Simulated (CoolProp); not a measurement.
The fluid at 492.74 K and 0.126 MPa expands adiabatically to 0.0169 MPa with isentropic efficiency 1. The same conditions are run with several fluids, on thermodynamics alone (safety and materials aside).

Model: reference Helmholtz-energy equation of state of each fluid (carbon monoxide: Lemmon 2006; CF4 (R14): Platzer 1990; water: Wagner 2002; isohexane: Lemmon 2006; propane: Lemmon 2009), in CoolProp. The equations of Platzer and Polt are older, rougher fits.

Q: Rank carbon monoxide, CF4 (R14), water, isohexane, propane by work (kJ/kg), highest first.

A: water (363), carbon monoxide (224), propane (172), isohexane (91.1), CF4 (R14) (84.1)

```csv
fluid,final temperature (K),final phase,final density (kg/m³)
carbon monoxide,278.7,gas,0.204
CF4 (R14),395.2,gas,0.453
water,329.6,"two-phase, vapour fraction 0.978",0.114
isohexane,454.6,gas,0.386
propane,419.4,gas,0.214
```
